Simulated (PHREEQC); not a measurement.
A solution holds 0.0016 mol NaOH and 0.00051 mol K2SiO3 per kg of water, at 10 °C. Closed to the air; pH follows from the charge balance.

Computed with PHREEQC (ion-association model, phreeqc.dat).

```tsv
quantity	before	after
ionic strength (mol/kgw)	0.00263	0.00263
H3SiO4- (mol/kgw)	0.000492	0.000446
H2SiO4-2 (mol/kgw)	9.17e-6	4.60e-6
H4SiO4 (mol/kgw)	8.29e-6	5.90e-5
SI of Quartz (SiO2)	-0.87	-0.77
```

Q: What was changed between the two runs?
A. temperature from 10 to 90 °C
B. K2SiO3 from 0.00051 to 0.000765 mol/kgw
C. temperature from 10 to 65 °C
D. diluted 5-fold with water

A: C, temperature from 10 to 65 °C

No solid was allowed to form. Away from 25 °C the constants follow the database's enthalpies or fits; those with neither stay at their 25 °C values.
